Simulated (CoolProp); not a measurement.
Vapour-liquid equilibrium of ethane (1) + C3F8 (R218) (2) at -90.15 °C; x and y are mole fractions of (1).

Computed with CoolProp (multi-fluid Helmholtz-energy mixture model, Bücker 2006 and Lemmon 2006; pair parameters Bell 2016).

Problem. Give the bubble pressure and the first vapour's composition at x = 0.05, 0.2, 0.35. Is there an azeotrope?

Solution. x = 0.05: 20.03 kPa, y = 0.817; x = 0.2: 58.77 kPa, y = 0.944; x = 0.35: 76.89 kPa, y = 0.961. No azeotrope shows between x = 0.05 and 0.95.

The pair parameters rest on a limited set of measurements; away from them the model extrapolates. With so large a gap from Raoult's law the liquid may split in two, which this calculation doesn't test in full.
